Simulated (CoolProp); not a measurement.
R21 along the isotherm 199.85 °C: density (kg/m³) from the reference equation and from simpler models built on Tc = 179.6 °C, pc = 52.89 bar, ω = 0.206; each cubic takes its own stable root.

Values from CoolProp's reference Helmholtz-energy equation of state, Platzer 1990. This equation is an older, rougher fit.

```csv
p (bar),phase,reference,ideal gas,van der Waals,Redlich-Kwong,Peng-Robinson
1.89,gas,4.998,4.946,4.994,5.000,5.006
3.78,gas,10.10,9.893,10.09,10.11,10.14
5.67,gas,15.32,14.84,15.29,15.34,15.39
7.56,gas,20.66,19.79,20.60,20.70,20.79
9.44,gas,26.10,24.71,25.99,26.15,26.30
11.3,gas,31.62,29.57,31.46,31.69,31.91
13.2,gas,37.40,34.55,37.17,37.49,37.79
15.1,gas,43.34,39.52,43.02,43.45,43.85
17,gas,49.45,44.49,49.03,49.58,50.10
18.9,gas,55.74,49.46,55.21,55.89,56.54
20.8,gas,62.23,54.44,61.56,62.40,63.20
22.7,gas,68.94,59.41,68.10,69.12,70.09
24.6,gas,75.87,64.38,74.84,76.07,77.22
26.4,gas,82.67,69.09,81.45,82.87,84.22
```
